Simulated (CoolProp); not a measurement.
Computed with CoolProp (reference Helmholtz-energy equation of state, Smukala 2000).

### Question
Give the vapour pressure (bar), vapour density (kg/m³), enthalpy of vaporisation (kJ/kg) of saturated ethylene at 140.6 K.

### Answer
```
T (K)  p (bar)  vapour density (kg/m³)  enthalpy of vaporisation (kJ/kg)
-----  -------  ----------------------  --------------------------------
140.6    0.125                   0.302                               521
```
